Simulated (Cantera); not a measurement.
Mixture: CH4 : O2 : N2 : CO2 = 1 : 3.28 : 8.85 : 0.8 (molar parts), at 740000 Pa, adiabatic and at constant pressure. Ignition delay is the time to a rise of 400 K.

Cantera simulation using GRI-Mech 3.0 (53 species, 325 reactions); the numbers are that mechanism's predictions, not measurements.

Q: Predict: delay at 1323 K; delay at 1423 K; delay at 1523 K; delay at 1623 K; apparent activation energy between 1573 and 1673 K.

A: 
| Property | Value |
|---|---|
| delay at 1323 K | 1.00 ms |
| delay at 1423 K | 0.350 ms |
| delay at 1523 K | 0.136 ms |
| delay at 1623 K | 58.6 µs |
| apparent activation energy between 1573 and 1673 K | 170 kJ/mol |
